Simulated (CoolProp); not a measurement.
Properties of n-perfluorohexane along the isotherm 372.2 K.

Model: reference Helmholtz-energy equation of state, Gao 2022, in CoolProp.

| p (bar) | phase | density (kg/m³) | Joule-Thomson coefficient (K/MPa) | isothermal compressibility (1/MPa) | expansivity (1/kK) |
|---|---|---|---|---|---|
| 14.5 | liquid | 1444 | -0.005362 | 0.008432 | 2.663 |
| 29 | liquid | 1461 | -0.05636 | 0.007283 | 2.432 |
| 43.5 | liquid | 1475 | -0.09486 | 0.006440 | 2.256 |
| 58.1 | liquid | 1488 | -0.1253 | 0.005789 | 2.116 |
| 72.6 | liquid | 1500 | -0.1498 | 0.005274 | 2.002 |
| 87.1 | liquid | 1511 | -0.1702 | 0.004853 | 1.907 |
| 102 | liquid | 1522 | -0.1877 | 0.004494 | 1.823 |
| 116 | liquid | 1531 | -0.2019 | 0.004206 | 1.755 |
| 131 | liquid | 1541 | -0.2151 | 0.003941 | 1.691 |
| 145 | liquid | 1549 | -0.2259 | 0.003726 | 1.637 |
| 160 | liquid | 1557 | -0.2361 | 0.003523 | 1.586 |
| 174 | liquid | 1565 | -0.2445 | 0.003355 | 1.543 |
